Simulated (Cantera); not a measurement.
What does this Cantera script print?

```python
import numpy as np
import cantera as ct

gas_names = [...]  # 109 gases of nasa_gas.yaml made of C, Cl, H, Si
cond_names = """
    C(gr) C6H6(L) C7H8(L) C8H18(L),n-octa Si(cr) Si(L) SiC(b)
""".split()


# ... load() reads the species with a 1 bar reference pressure and builds the phases ...
atoms = {
    'SiCl4': {'Si': 1, 'CL': 4},
    'CH4': {'C': 1, 'H': 4},
    'H2': {'H': 2},
}
top_T = {'C(gr)': 4500, 'SiC(b)': 3050}  # K; cautious upper limits of use, not melting points


# ... equilibrate(T, P, feed) seeds the gas with the atoms and calls Mixture.equilibrate('TP', solver="vcs", rtol=1e-11, max_steps=5000) ...
results = []
T = 1798.15  # K
P = 13332.2  # Pa
for m in [0.015, 0.023, 0.035, 0.054, 0.083, 0.13, 0.2, 0.3, 0.46, 0.71, 1.1, 1.7]:
    feed = {'SiCl4': 1, 'CH4': m, 'H2': 480}  # mol
    mix = equilibrate(T, P, feed)
    results.append((T, P, feed, dict(zip(mix.species_names, mix.species_moles))))

top = {s: max(r[3][s] / sum(r[3][g] for g in gas_names) for r in results) for s in gas_names}
cols = sorted((s for s in top if top[s] > 0.001), key=lambda s: -top[s])[:6]
seen = [c for c in cond_names if any(r[3].get(c, 0) > 1e-12 for r in results)]
print("log10 of partial pressures in bar; condensed amounts in mol")
print(f"{'n(CH4)':>10s}" + "".join(f"{s[:9]:>10s}" for s in cols + seen))
for T, P, feed, n in results:
    ng = sum(n[g] for g in gas_names)
    print(f"{feed['CH4']:10.4g}" + "".join(f"{np.log10(max(n[s] / ng * P / 1e5, 1e-99)):10.3f}" for s in cols)
          + "".join(f"{n.get(c, 0):10.4g}" for c in seen))
```

Result:

```
log10 of partial pressures in bar; condensed amounts in mol
    n(CH4)        H2       HCL     C(gr)     Si(L)    SiC(b)
     0.015    -0.879    -2.978         0    0.8588    0.0136
     0.023    -0.879    -2.978         0    0.8508    0.0216
     0.035    -0.879    -2.978         0    0.8388    0.0336
     0.054    -0.879    -2.978         0    0.8198    0.0526
     0.083    -0.879    -2.978         0    0.7908    0.0816
      0.13    -0.879    -2.978         0    0.7438    0.1286
       0.2    -0.879    -2.978         0    0.6739    0.1986
       0.3    -0.879    -2.978         0    0.5739    0.2986
      0.46    -0.879    -2.979         0    0.4139    0.4586
      0.71    -0.879    -2.979         0     0.164    0.7086
       1.1    -0.879    -2.959         0         0     0.995
       1.7    -0.879    -2.960    0.4864         0    0.9967
```

Method: chemical equilibrium by Gibbs-energy minimisation in Cantera with the NASA 1993 tables (ideal gas, pure condensed phases). Mutual solubility and eutectic melting of coexisting phases are not modelled. Gases not in the tables: Si2H6 and higher silanes.
